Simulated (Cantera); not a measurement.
A closed system holds: 1 mol FeS₂, 0.16 mol SO₃, 0.039 mol O₂, at 0.790 bar.

These are equilibrium values from Cantera (NASA tables, ideal gas, pure condensed phases), not measurements of a reactor. Candidate condensed phases: Fe, FeO, FeS, FeSO₄, FeS₂, Fe₂O₃, Fe₂(SO₄)₃, Fe₃O₄, S; 12 gas species. FeS: taken at fixed stoichiometry. Gases not in the tables: S₃ to S₇. Kinetics and transport are ignored.

log p: log10 of the partial pressure in bar; n: condensed amount in mol.

```
T (K)  log p SO₂  log p S₂  log p S₂O  log p SO  log p S₈  n FeS(s)  n FeS₂(s)
-----  ---------  --------  ---------  --------  --------  --------  ---------
950        -0.15     -1.08      -2.11     -4.86     -6.08     0.189      0.811
1000       -0.52     -0.33      -1.74         …         …      1.00          0
1050       -0.52     -0.33      -1.75     -4.22     -5.09      1.00          0
1100       -0.52     -0.32      -1.76         …         …      1.00          0
1150       -0.52     -0.32      -1.77     -3.70     -6.77      1.00          0
1200       -0.52     -0.32      -1.77     -3.47     -7.50      1.00          0
1250       -0.52     -0.32      -1.78     -3.25     -8.16      1.00          0
1300       -0.52     -0.32      -1.79     -3.06     -8.78      1.00          0
1350       -0.52     -0.32      -1.79     -2.88     -9.35      1.00          0
1400       -0.52     -0.32      -1.80     -2.71     -9.87      1.00          0
1450       -0.53     -0.33      -1.80     -2.56    -10.36      1.00          0
```

Task: Complete the blanks.

Result: 
- 1100, log p SO: -3.95
- 1100, log p S₈: -5.97
- 1000, log p SO: -4.52
- 1000, log p S₈: -4.12
